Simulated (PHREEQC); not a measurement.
Consider water at 60 °C with 0.064 mol NH3 per kg of water. Closed to the air; pH follows from the charge balance.

The numbers come from PHREEQC with the ion-association model, phreeqc.dat.

| quantity | before | after |
|---|---|---|
| pH | 10.05 | 9.70 |
| ionic strength (mol/kgw) | 0.00113 | 0.000493 |
| NH4+ (mol/kgw) | 0.00113 | 0.000493 |

Name the change that produced these shifts.
(A) NH3 from 0.064 to 0.0128 mol/kgw
(B) diluted 2-fold with water
(C) NH3 from 0.064 to 0.0064 mol/kgw
(D) NH3 replaced by NH4Br at the same molality
(E) NH3 from 0.064 to 0.0704 mol/kgw

A, NH3 from 0.064 to 0.0128 mol/kgw

This is a speciation only: nothing precipitates in the calculation. Constants without temperature data keep their 25 °C values here.
